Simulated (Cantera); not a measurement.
**NO annealing gas**

An isothermal, constant-pressure homogeneous reactor starts with 98.6 % NO, 1.42 % N₂, at 1573 K and 0.300 bar.

Computed with Cantera and GRI-Mech 3.0 (53 species, 325 reactions).

```csv
t (s),x NO,x N₂O,x O,x O₂,x NO₂,x N₂
0.000600,0.986,3.92e-6,4.00e-7,1.07e-8,3.56e-6,0.0142
0.00262,0.986,1.68e-5,4.62e-7,1.28e-7,1.70e-5,0.0142
0.0115,0.986,6.76e-5,7.20e-7,2.82e-6,7.73e-5,0.0142
0.0501,0.985,0.000210,1.44e-6,8.80e-5,0.000274,0.0144
0.219,0.983,0.000328,1.90e-6,0.00108,0.000400,0.0153
0.958,0.973,0.000325,2.35e-6,0.00584,0.000515,0.0202
4.19,0.933,0.000296,3.62e-6,0.0257,0.000820,0.0402
18.3,0.789,0.000208,6.30e-6,0.0973,0.00127,0.112
80.0,0.466,7.05e-5,9.91e-6,0.259,0.00122,0.274
```
x: mole fraction; the columns are a selection and need not sum to one.

Equilibrium at this temperature and pressure: NO 0.00212, N₂O 5.59e-8, O 1.35e-5, O₂ 0.492, NO₂ 7.67e-6, N₂ 0.506 (gas phase only).
